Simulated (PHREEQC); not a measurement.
Consider water at 10 °C with 0.28 mol/kgw NaHSO4, 0.00012 mol/kgw K2HPO4 and 0.00012 mol/kgw KCl. Closed to the air; pH follows from the charge balance.

The numbers come from PHREEQC with the ion-association model, wateq4f.dat.

```csv
quantity,before,after
pH,1.07,1.59
SO4-2 (mol/kgw),0.0868,0.0287
NaSO4- (mol/kgw),0.0228,0.00252
SI of Mirabilite (Na2SO4:10H2O),-1.38,-2.90
```

Task: Which change was made?
A. NaHSO4 from 0.28 to 0.056 mol/kgw
B. KCl replaced by KOH at the same molality
C. 0.11 mol/kgw CdSO4 added
D. 0.044 mol/kgw NaHCO3 added
E. diluted 10-fold with water

Result: A, NaHSO4 from 0.28 to 0.056 mol/kgw

No solid was allowed to form. H3PO4, which wateq4f.dat lacks, is added to it with the constant of phreeqc.dat. At this temperature some constants are extrapolated from 25 °C, and those without enthalpy data are left unchanged.
